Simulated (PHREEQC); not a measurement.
# Copper plating or etch bath

Dissolve 0.46 mol CuSO4, 1.1 mol HNO3 and 0.0002 mol NaCl per kg of water at 20 °C. It is in equilibrium with CO2 at log p = -3.4 (atm). Otherwise closed; pH follows from the charge balance.

The numbers come from PHREEQC with the ion-association model, phreeqc.dat.

* **pH**: 0.26
* **ionic strength**: 2.02 mol/kgw
* **activity of water**: 0.954
* **density**: 1.097 g/cm³
* **total alkalinity**: -1100 meq/kg

```tsv
species	molality	activity	log γ
NO3-	1.10	0.551	-0.300
H+	0.764	0.555	-0.138
Cu+2	0.399	0.0697	-0.758
HSO4-	0.336	0.344	0.010
SO4-2	0.0625	0.00709	-0.945
CuSO4	0.0611	0.0974	0.202
Na+	0.000191	0.000158	-0.082
Cl-	0.000173	0.000102	-0.233
CuCl+	2.64e-5	1.48e-5	-0.251
CO2	9.79e-6	1.56e-5	0.202
NaSO4-	8.73e-6	5.45e-6	-0.205
CuOH+	2.13e-9	1.20e-9	-0.251
```

This is a speciation only: nothing precipitates in the calculation. Ionic strength above about 0.7 mol/kgw puts this run outside the model's range. Complexes and solids missing from the database can't appear.
